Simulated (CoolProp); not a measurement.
Values from CoolProp's reference Helmholtz-energy equation of state, Lemmon 2013.

### Question
Give the vapour pressure (kPa), vapour density (kg/m³) of saturated propylene at 265.9, 281.2 K.

### Answer
| T (K) | p (kPa) | vapour density (kg/m³) |
|---|---|---|
| 265.9 | 467 | 9.94 |
| 281.2 | 737 | 15.5 |
